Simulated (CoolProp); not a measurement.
Vapour-liquid equilibrium of R125 (1) + cyclopropane (2) at 35.95 °C; x and y are mole fractions of (1).

The numbers come from the multi-fluid Helmholtz-energy mixture model, Lemmon 2005 and Polt 1992; pair parameters Bell 2016 in CoolProp. This equation is an older, rougher fit; its heat capacities, sound speeds and derivatives of the liquid may be far off and weren't checked against measurements.

```csv
x,"bubble pressure, mixture model (kPa)","bubble pressure, Raoult's law (kPa)","y, mixture model","y, Raoult's law"
0.05,1135,1006,0.166,0.090
0.15,?,1092,0.348,0.250
0.25,1550,1177,0.448,0.387
0.35,?,1263,0.517,0.504
0.45,1745,1349,?,0.607
0.55,1807,1435,?,0.698
0.65,1851,1520,0.691,0.778
0.75,1876,1606,?,0.850
0.85,1876,1692,0.843,0.915
0.95,?,1778,0.943,0.973
```

### Question
Complete the blanks.

### Answer

- 0.15, bubble pressure, mixture model (kPa): 1386
- 0.35, bubble pressure, mixture model (kPa): 1663
- 0.45, y, mixture model: 0.574
- 0.55, y, mixture model: 0.631
- 0.75, y, mixture model: 0.761
- 0.95, bubble pressure, mixture model (kPa): 1847

The largest gap from Raoult's law is +31.7 % in bubble pressure, at x = 0.25. y crosses x between x = 0.75 and 0.85: the model has an azeotrope there.

The pair parameters rest on a limited set of measurements; away from them the model extrapolates.
